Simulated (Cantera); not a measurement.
Charge: 1 mol AlI₃, 3.8 mol NH₃, 5.5 mol H₂, at 0.0680 bar.

Cantera equilibrium calculation (NASA polynomials, part measured and part estimated; ideal gas, pure solids and liquids). Candidate condensed phases: Al, AlI₃, AlN, I₂; 19 gas species. The numbers say what is thermodynamically allowed, not how fast it happens.

Problem. Which condensed phases are stable at each of these points (T (K)): 1173, 1273, 1373, 1473, 1573, 1673, 1773, 1873, 1973, 2073, 2173, 2273?

Solution. 
| T (K) | condensed phases | Al condensed (%) |
|---|---|---|
| 1173 | AlN(s) | 89.2 |
| 1273 | AlN(s) | 89.9 |
| 1373 | AlN(s) | 91.6 |
| 1473 | AlN(s) | 91.9 |
| 1573 | AlN(s) | 84.4 |
| 1673 | AlN(s) | 57.0 |
| 1773 | AlN(s) | 2.6 |
| 1873 | gas only | 0.0 |
| 1973 | gas only | 0.0 |
| 2073 | gas only | 0.0 |
| 2173 | gas only | 0.0 |
| 2273 | gas only | 0.0 |

From 1173 K to 1773 K the condensed part is AlN(s). From 1873 K to 2273 K nothing is condensed.
